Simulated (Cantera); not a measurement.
A Cantera script and its output.

```python
import numpy as np
import cantera as ct

gas = ct.Solution("h2o2.yaml")
gas.TPX = 1350, 101325, {'H2': 1, 'O2': 0.926, 'N2': 3.48, 'H2O': 0.14}
reactor = ct.IdealGasReactor(gas, energy="on", clone=False)
net = ct.ReactorNet([reactor])
net.rtol, net.atol = 1e-08, 1e-16
show = ['H2', 'O2', 'H2O', 'O', 'HO2', 'H2O2']
times = np.geomspace(1e-06, 0.1, 15)

steps = ct.SolutionArray(gas, extra=["t"])
rows = []
print(f"{'t/s':>10s}{'T/K':>9s}{'P/Pa':>11s}" + "".join(f"{s:>11s}" for s in show))
for t in times:
    while net.time < t:
        t_next = net.step()
        steps.append(gas.state, t=t_next)
    rows.append([np.interp(t, steps.t, y) for y in (steps.T, steps.P, *steps(*show).X.T)])
    print(f"{t:10.3e}{rows[-1][0]:9.1f}{rows[-1][1]:11.4g}" + "".join(f"{x:11.3e}" for x in rows[-1][2:]))
rate = np.gradient(steps.T, steps.t)
print("integrator steps:", len(steps.t))
if steps.T.max() > steps.T[0] + 200:
    print(f"time of steepest temperature rise: {steps.t[rate.argmax()]:.4e} s")
gas.TPX = 1350, 101325, {'H2': 1, 'O2': 0.926, 'N2': 3.48, 'H2O': 0.14}
gas.equilibrate("UV")
print(f"equilibrium (UV): T = {gas.T:.1f} K  " + "  ".join(f"{s} {gas[s].X[0]:.3e}" for s in show))
```

Output:

```
       t/s      T/K       P/Pa         H2         O2        H2O          O        HO2       H2O2
 1.000e-06   1350.0  1.013e+05  1.803e-01  1.670e-01  2.524e-02  4.402e-09  2.693e-08  4.840e-11
 2.276e-06   1350.0  1.013e+05  1.803e-01  1.670e-01  2.524e-02  1.981e-08  6.474e-08  2.542e-10
 5.179e-06   1350.0  1.013e+05  1.803e-01  1.670e-01  2.524e-02  1.702e-07  2.003e-07  1.477e-09
 1.179e-05   1350.1  1.013e+05  1.802e-01  1.669e-01  2.531e-02  1.214e-05  5.366e-06  3.414e-08
 2.683e-05   1779.9  1.305e+05  2.515e-02  8.363e-02  1.513e-01  2.981e-02  4.447e-05  1.754e-06
 6.105e-05   2484.0   1.74e+05  1.222e-02  7.784e-02  1.906e-01  1.205e-02  1.367e-05  4.410e-07
 1.389e-04   2652.3  1.837e+05  6.653e-03  7.858e-02  2.035e-01  6.329e-03  1.648e-05  7.332e-07
 3.162e-04   2655.8  1.839e+05  6.530e-03  7.861e-02  2.038e-01  6.210e-03  1.665e-05  7.489e-07
 7.197e-04   2655.8  1.839e+05  6.530e-03  7.861e-02  2.038e-01  6.210e-03  1.665e-05  7.489e-07
 1.638e-03   2655.8  1.839e+05  6.530e-03  7.861e-02  2.038e-01  6.210e-03  1.665e-05  7.489e-07
 3.728e-03   2655.8  1.839e+05  6.530e-03  7.861e-02  2.038e-01  6.210e-03  1.665e-05  7.489e-07
 8.483e-03   2655.8  1.839e+05  6.530e-03  7.861e-02  2.038e-01  6.210e-03  1.665e-05  7.489e-07
 1.931e-02   2655.8  1.839e+05  6.530e-03  7.861e-02  2.038e-01  6.210e-03  1.665e-05  7.489e-07
 4.394e-02   2655.8  1.839e+05  6.530e-03  7.861e-02  2.038e-01  6.210e-03  1.665e-05  7.489e-07
 1.000e-01   2655.8  1.839e+05  6.530e-03  7.861e-02  2.038e-01  6.210e-03  1.665e-05  7.489e-07
integrator steps: 1056
time of steepest temperature rise: 2.3876e-05 s
equilibrium (UV): T = 2655.8 K  H2 6.530e-03  O2 7.861e-02  H2O 2.038e-01  O 6.210e-03  HO2 1.665e-05  H2O2 7.489e-07
```

Computed with Cantera and the H2/O2 subset of GRI-Mech 3.0, which has no nitrogen chemistry.
